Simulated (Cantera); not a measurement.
# Ignition delay

Mixture: 21.9 % CH3OH, 16.4 % O2, 61.7 % N2, equivalence ratio 2.0, at 5.00 bar, adiabatic and at constant pressure. Ignition delay is the time to a rise of 400 K.

Cantera simulation using GRI-Mech 3.0 (53 species, 325 reactions); the numbers are that mechanism's predictions, not measurements. GRI-Mech 3.0 was tuned for natural gas; its chemistry of methanol as a main component is partial and can be far from experiment.

```csv
T0 (K),delay (ms)
1000,123
1100,13.4
1200,2.13
1300,0.457
1400,0.126
1500,0.0432
1600,0.0177
1700,0.00838
```

```json
{
  "apparent activation energy between 1500 and 1700 K": "170 kJ/mol"
}
```
